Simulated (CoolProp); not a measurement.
Values from CoolProp's reference Helmholtz-energy equation of state, Penoncello 2003.

Problem. For CHF3 (R23), give the phase and the cp (kJ/(kg K)), speed of sound (m/s) at 475 K and 0.791 MPa; 475 K and 1.8 MPa; 475 K and 9.33 MPa.

Solution. 
- 475 K and 0.791 MPa: gas; cp 0.974, speed of sound 252
- 475 K and 1.8 MPa: gas; cp 0.991, speed of sound 251
- 475 K and 9.33 MPa: supercritical; cp 1.13, speed of sound 245
